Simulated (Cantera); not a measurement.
Input: 1 mol SiHCl3, a varied amount of HCl, 37 mol N2, at 898 K and 1.80 bar.

These are equilibrium values from Cantera (NASA tables, ideal gas, pure condensed phases), not measurements of a reactor. Candidate condensed phases: NH4Cl, Si, Si3N4; 28 gas species. N2 is the only nitrogen source here; it is nearly inert below about 1500 K, so the nitride shown seldom forms there in practice. Equilibrium is a limit: real reactors are often held back by kinetics, nucleation or transport.

### Question
What share of the Si ends up in condensed phases as a function of n(HCl) (mol), at 0.17, 0.29, 0.51, 0.88, 1.5, 2.6, 4.5?

### Answer
| n(HCl) (mol) | Si condensed (%) | as |
|---|---|---|
| 0.17 | 43.3 | Si3N4(s) |
| 0.29 | 42.2 | Si3N4(s) |
| 0.51 | 40.0 | Si3N4(s) |
| 0.88 | 36.2 | Si3N4(s) |
| 1.5 | 29.3 | Si3N4(s) |
| 2.6 | 16.1 | Si3N4(s) |
| 4.5 | 0.0 | - |
